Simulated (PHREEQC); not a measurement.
0.023 g of hydrous ferric oxide (600 m²/g; 0.2 weak and 0.005 strong sites per Fe, Dzombak-Morel constants, diffuse double layer) in 1 kg of water with 0.005 mol/kgw of an inert sodium salt, at 25 °C; the pH is set by adding NaOH or the inert anion's acid. O2 is buffered at 0.21 atm. CO2 from the air is kept out. Nothing may precipitate in this run.

All values are PHREEQC results (ion-association model, wateq4f.dat), not measurements.

Question: Predict surface charge σ (C/m²) at pH = 4, 6, 8.

Answer: 
```json
[
 {"pH": "4", "surface charge σ (C/m²)": "0.182"},
 {"pH": "6", "surface charge σ (C/m²)": "0.037"},
 {"pH": "8", "surface charge σ (C/m²)": "0.001"}
]
```

Complexes and solids missing from the database can't appear. The oxide is taken as insoluble; below pH 4 it would dissolve.
